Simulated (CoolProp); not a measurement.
Saturation properties of R365MFC.

Computed with CoolProp (reference Helmholtz-energy equation of state, Lemmon 2016).

| T (°C) | p (kPa) | liquid density (kg/m³) | liquid cp (kJ/(kg K)) |
|---|---|---|---|
| 70.35 | 268.2 | 1154 | 1.479 |
| 85.95 | 412.4 | (withheld) | (withheld) |
| 101.45 | 607.8 | 1071 | 1.574 |
| 117.05 | 868.5 | 1024 | 1.639 |
| 132.55 | (withheld) | 970.8 | 1.726 |
| 148.15 | 1635 | (withheld) | 1.861 |
| 163.75 | 2180 | 828.3 | 2.135 |
| 179.25 | 2863 | 707.7 | (withheld) |

Complete the blanks.


- 85.95, liquid density (kg/m³): 1114
- 85.95, liquid cp (kJ/(kg K)): 1.523
- 132.55, p (kPa): 1204
- 148.15, liquid density (kg/m³): 907.9
- 179.25, liquid cp (kJ/(kg K)): 3.362

It boils at 40.2 °C under 1 atm.
